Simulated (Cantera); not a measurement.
A perfectly stirred reactor is fed with CO : H₂ : CH₄ : O₂ : N₂ = 1 : 0.19 : 0.082 : 1.52 : 5.71 (molar parts), equivalence ratio 0.50, at 760 Torr; it is adiabatic with a 573 K inlet, and is followed from long to short residence time, starting on the burning branch (τ in s: 0.04, 0.024, 0.014, 0.0081, 0.0048, 0.0028, 0.0016, 0.00096, 0.00056, 0.00033, 0.00019, 0.00011, 6.7e-05).

Model: GRI-Mech 3.0 (53 species, 325 reactions), integrated in Cantera.

x: mole fraction; the columns are a selection and need not sum to one.

```json
[
 {"τ (s)": "0.040", "T (K)": "1883", "x CO": "0.00272", "x H₂": "0.000177", "x CH₄": "1.80e-6", "x C₂H₆": "<1e-12", "x HO₂": "2.13e-6", "x N₂O": "7.20e-7", "x H₂O": "0.0435"},
 {"τ (s)": "0.024", "T (K)": "1872", "x CO": "0.00370", "x H₂": "0.000241", "x CH₄": "2.45e-6", "x C₂H₆": "1.30e-12", "x HO₂": "2.81e-6", "x N₂O": "7.42e-7", "x H₂O": "0.0432"},
 {"τ (s)": "0.014", "T (K)": "1857", "x CO": "0.00509", "x H₂": "0.000331", "x CH₄": "3.41e-6", "x C₂H₆": "1.92e-12", "x HO₂": "3.79e-6", "x N₂O": "7.29e-7", "x H₂O": "0.0428"},
 {"τ (s)": "0.0081", "T (K)": "1836", "x CO": "0.00694", "x H₂": "0.000452", "x CH₄": "4.80e-6", "x C₂H₆": "2.91e-12", "x HO₂": "5.14e-6", "x N₂O": "6.88e-7", "x H₂O": "0.0424"},
 {"τ (s)": "0.0048", "T (K)": "1810", "x CO": "0.00922", "x H₂": "0.000600", "x CH₄": "6.74e-6", "x C₂H₆": "4.49e-12", "x HO₂": "6.85e-6", "x N₂O": "6.34e-7", "x H₂O": "0.0418"},
 {"τ (s)": "0.0028", "T (K)": "1777", "x CO": "0.0122", "x H₂": "0.000788", "x CH₄": "9.75e-6", "x C₂H₆": "7.41e-12", "x HO₂": "9.12e-6", "x N₂O": "5.72e-7", "x H₂O": "0.0412"},
 {"τ (s)": "0.0016", "T (K)": "1733", "x CO": "0.0161", "x H₂": "0.00102", "x CH₄": "1.48e-5", "x C₂H₆": "1.36e-11", "x HO₂": "1.21e-5", "x N₂O": "5.08e-7", "x H₂O": "0.0404"},
 {"τ (s)": "0.00096", "T (K)": "1683", "x CO": "…", "x H₂": "…", "x CH₄": "…", "x C₂H₆": "2.67e-11", "x HO₂": "…", "x N₂O": "…", "x H₂O": "0.0396"},
 {"τ (s)": "0.00056", "T (K)": "1616", "x CO": "0.0273", "x H₂": "0.00155", "x CH₄": "3.79e-5", "x C₂H₆": "6.60e-11", "x HO₂": "2.02e-5", "x N₂O": "4.00e-7", "x H₂O": "0.0387"},
 {"τ (s)": "0.00033", "T (K)": "1528", "x CO": "0.0374", "x H₂": "0.00187", "x CH₄": "7.28e-5", "x C₂H₆": "2.31e-10", "x HO₂": "2.68e-5", "x N₂O": "3.47e-7", "x H₂O": "0.0379"},
 {"τ (s)": "0.00019", "T (K)": "1364", "x CO": "0.0602", "x H₂": "0.00269", "x CH₄": "0.000245", "x C₂H₆": "3.35e-9", "x HO₂": "4.31e-5", "x N₂O": "2.47e-7", "x H₂O": "0.0370"},
 {"τ (s)": "0.00011", "T (K)": "573", "x CO": "0.118", "x H₂": "0.0223", "x CH₄": "0.00964", "x C₂H₆": "<1e-12", "x HO₂": "<1e-12", "x N₂O": "<1e-12", "x H₂O": "<1e-12"},
 {"τ (s)": "6.7e-5", "T (K)": "573", "x CO": "0.118", "x H₂": "0.0223", "x CH₄": "0.00964", "x C₂H₆": "<1e-12", "x HO₂": "<1e-12", "x N₂O": "<1e-12", "x H₂O": "<1e-12"}
]
```

Q: Complete the blanks.

A: 
- 0.00096, x CO: 0.0207
- 0.00096, x H₂: 0.00127
- 0.00096, x CH₄: 2.26e-5
- 0.00096, x HO₂: 1.56e-5
- 0.00096, x N₂O: 4.53e-7
